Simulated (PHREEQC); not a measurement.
Consider water at 25 °C with 0.002 mol/kgw K2CO3 and 0.028 mol/kgw KH2PO4. Closed to the air; pH follows from the charge balance.

Model: ion-association model, wateq4f.dat, run in PHREEQC.

Question: The ionic strength comes out as 0.0350 mol/kgw. What activity coefficients do KHPO4-, K+, HPO4-2, H2PO4-, HCO3- get?

Answer: KHPO4- 0.85, K+ 0.84, HPO4-2 0.51, H2PO4- 0.85, HCO3- 0.85.

Precipitation was switched off in this run. H3PO4, which wateq4f.dat lacks, is added to it with the constant of phreeqc.dat.
